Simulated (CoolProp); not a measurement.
Vapour-liquid equilibrium of dimethyl ether (1) + chloromethane (R40) (2) at -30.65 °C; x and y are mole fractions of (1).

Model: multi-fluid Helmholtz-energy mixture model, Wu 2011 and Thol 2014; pair parameters Bell 2016, in CoolProp.

### Question
Give the bubble pressure and the first vapour's composition at x = 0.05, 0.2, 0.35. Is there an azeotrope?

### Answer
x = 0.05: 0.07436 MPa, y = 0.042; x = 0.2: 0.07259 MPa, y = 0.181; x = 0.35: 0.07158 MPa, y = 0.339. y crosses x between x = 0.35 and 0.5: the model has an azeotrope there.

Pair parameters are fitted to limited data, so mixtures are less certain than the pure fluids.
